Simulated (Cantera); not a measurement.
An isothermal, constant-pressure homogeneous reactor starts with 13.0 % H2, 87.0 % O2, at 1025 K and 0.0188 atm.

Cantera simulation using the H2/O2 subset of GRI-Mech 3.0, which has no nitrogen chemistry; the numbers are that mechanism's predictions, not measurements. Radical loss at walls, strong at low pressure, is not modelled. The temperature is held fixed by assumption; the heat of reaction is taken as removed at once.

x: mole fraction; the columns are a selection and need not sum to one.

| t (s) | x H2 | x O2 | x HO2 | x H2O2 | x OH | x H2O | x O |
|---|---|---|---|---|---|---|---|
| 5.00e-5 | 0.130 | 0.870 | 1.53e-10 | <1e-12 | 2.47e-11 | 1.91e-11 | 3.52e-11 |
| 0.000142 | 0.130 | 0.870 | 4.41e-10 | <1e-12 | 1.34e-10 | 2.95e-10 | 2.55e-10 |
| 0.000406 | 0.130 | 0.870 | 1.34e-9 | <1e-12 | 1.59e-9 | 7.06e-9 | 3.50e-9 |
| 0.00116 | 0.130 | 0.870 | 4.49e-8 | 1.87e-11 | 6.08e-7 | 3.16e-6 | 1.36e-6 |
| 0.00329 | 0.0128 | 0.814 | 1.57e-5 | 4.92e-7 | 0.00533 | 0.0958 | 0.0305 |
| 0.00937 | 0.00168 | 0.848 | 1.51e-5 | 4.30e-7 | 0.00211 | 0.133 | 0.0103 |
| 0.0267 | 0.000187 | 0.859 | 7.11e-6 | 3.56e-7 | 0.000604 | 0.139 | 0.00114 |
| 0.0760 | 1.89e-5 | 0.860 | 1.79e-6 | 1.91e-7 | 0.000193 | 0.139 | 0.000119 |
| 0.216 | 2.35e-6 | 0.860 | 3.73e-7 | 8.00e-8 | 7.48e-5 | 0.139 | 1.75e-5 |
| 0.616 | … | 0.860 | … | … | … | 0.140 | … |
| 1.76 | … | 0.860 | … | … | … | 0.140 | … |
| 5.00 | 2.46e-8 | 0.860 | 7.38e-9 | 4.88e-9 | 9.18e-6 | 0.140 | 2.64e-7 |

Question: What belongs in the gaps?

Answer: 
- 0.616, x H2: 3.99e-7
- 0.616, x HO2: 8.75e-8
- 0.616, x H2O2: 3.18e-8
- 0.616, x OH: 3.39e-5
- 0.616, x O: 3.58e-6
- 1.76, x H2: 9.04e-8
- 1.76, x HO2: 2.40e-8
- 1.76, x H2O2: 1.25e-8
- 1.76, x OH: 1.71e-5
- 1.76, x O: 9.11e-7
